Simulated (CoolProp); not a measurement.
Properties of R141b along the isotherm 485.7 K (Tc = 477.5 K, pc = 4212 kPa, ω = 0.220).

The numbers come from the reference Helmholtz-energy equation of state, Lemmon 2006 in CoolProp. It is a short technical equation, of lower accuracy than the large ones.

| p (kPa) | phase | density (kg/m³) | cp (kJ/(kg K)) | cv (kJ/(kg K)) |
|---|---|---|---|---|
| 66.6 | gas | 1.938 | ? | 0.9127 |
| 126 | gas | 3.683 | ? | 0.9135 |
| 239 | gas | 7.046 | ? | 0.9150 |
| 454 | gas | 13.61 | 1.001 | 0.9179 |
| 860 | gas | ? | 1.021 | ? |
| 1630 | gas | ? | 1.073 | 0.9375 |
| 3090 | gas | 126.4 | 1.294 | 0.9756 |
| 5860 | supercritical | 687.9 | 2.240 | 1.005 |
| 11100 | supercritical | 830.0 | 1.514 | 0.9788 |
| 21100 | supercritical | 925.8 | ? | ? |

Task: Fill in the missing entries.

Result: 
- 66.6, cp (kJ/(kg K)): 0.9855
- 126, cp (kJ/(kg K)): 0.9877
- 239, cp (kJ/(kg K)): 0.9922
- 860, density (kg/m³): 26.67
- 860, cv (kJ/(kg K)): 0.9239
- 1630, density (kg/m³): 54.45
- 21100, cp (kJ/(kg K)): 1.358
- 21100, cv (kJ/(kg K)): 0.9738

The peak of cp marks the crossing from liquid-like to gas-like fluid above the critical point.
